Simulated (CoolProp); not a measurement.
Vapour-liquid equilibrium of CHF3 (R23) (1) + propane (2) at 708 kPa; x and y are mole fractions of (1).

Model: multi-fluid Helmholtz-energy mixture model, Penoncello 2003 and Lemmon 2009; pair parameters Bell 2016, in CoolProp.

```
x     bubble temperature (°C)  y at the bubble point  dew temperature at overall composition x (°C)  liquid density (mol/L)
----  -----------------------  ---------------------  ---------------------------------------------  ----------------------
0.05                        ?                  0.425                                           11.8                   12.25
0.15                    -26.5                  0.728                                            7.6                   13.12
0.25                    -34.3                  0.808                                            3.1                   13.65
0.35                    -37.2                      ?                                           -1.8                   14.06
0.45                    -38.3                  0.845                                           -7.1                       ?
0.55                    -38.7                  0.850                                          -13.1                   14.88
0.65                    -39.1                  0.856                                          -20.1                   15.37
0.75                    -39.5                      ?                                          -28.5                       ?
0.85                    -40.0                  0.890                                          -38.7                   16.73
0.95                    -40.2                  0.946                                          -40.2                   17.64
```

Q: Complete the blanks.

A: 
- 0.05, bubble temperature (°C): -5.7
- 0.35, y at the bubble point: 0.835
- 0.45, liquid density (mol/L): 14.45
- 0.75, y at the bubble point: 0.866
- 0.75, liquid density (mol/L): 15.98

y crosses x between x = 0.85 and 0.95: the model has an azeotrope there.

The pair parameters rest on a limited set of measurements; away from them the model extrapolates. With so large a gap from Raoult's law the liquid may split in two, which this calculation doesn't test in full.
